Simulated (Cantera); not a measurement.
A closed system holds: 1 mol CH2F2, 1.3 mol H2, 0.36 mol HCl, equilibrated at 1352 °C and 0.0570 bar.

Equilibrium computed with Cantera from the NASA thermochemical tables; the gas is ideal and each condensed phase is pure. Candidate condensed phases: C, C6H6, C7H8, C8H18; 118 gas species. The numbers say what is thermodynamically allowed, not how fast it happens.

What is the equilibrium state?


```
Property                 Value
-------------------  ---------
x(HF)                    0.546
x(H2)                    0.355
x(HCl)                  0.0983
x(H)                  0.000176
x(Cl)                  3.84e-5
x(C2H2 (acetylene))    1.26e-5
x(CH4)                 1.06e-5
n(C(graphite))       1.000 mol
gas amount           3.660 mol
```
